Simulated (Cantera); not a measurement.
# Ignition delay

Mixture: H2 : O2 : N2 = 1 : 0.417 : 1.57 (molar parts), equivalence ratio 1.2, at 0.400 bar, adiabatic and at constant pressure. Ignition delay is the time to a rise of 400 K.

Model: GRI-Mech 3.0 (53 species, 325 reactions), integrated in Cantera. Where the delays flatten at high temperature, the 400 K rule measures the pace of heat release, not the induction time.

| T0 (K) | delay (ms) |
|---|---|
| 1225 | 0.112 |
| 1325 | 0.0826 |
| 1425 | 0.0696 |
| 1525 | 0.0654 |
| 1625 | 0.0666 |
| 1725 | 0.0715 |
